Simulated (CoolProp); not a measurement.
The fluid at 308.77 K and 0.839 MPa is compressed adiabatically to 2.43 MPa with isentropic efficiency 0.8. The same conditions are run with several fluids, on thermodynamics alone (safety and materials aside).

Computed with CoolProp (reference Helmholtz-energy equation of state of each fluid (chlorine: Thol 2021; ethylene: Smukala 2000; methane: Setzmann 1991; carbonyl sulfide: Lemmon 2006; sulfur hexafluoride: Guder 2009)).

### Question
Rank chlorine, ethylene, methane, carbonyl sulfide, sulfur hexafluoride by work (kJ/kg), highest first.

### Answer
methane (238), ethylene (128), carbonyl sulfide (56.6), chlorine (48.9), sulfur hexafluoride (21.3)

```json
[
 {"fluid": "chlorine", "final temperature (K)": "418.7", "final density (kg/m³)": "55.5"},
 {"fluid": "ethylene", "final temperature (K)": "390.1", "final density (kg/m³)": "22.3"},
 {"fluid": "methane", "final temperature (K)": "409.9", "final density (kg/m³)": "11.5"},
 {"fluid": "carbonyl sulfide", "final temperature (K)": "398.3", "final density (kg/m³)": "50.0"},
 {"fluid": "sulfur hexafluoride", "final temperature (K)": "349.2", "final density (kg/m³)": "149"}
]
```
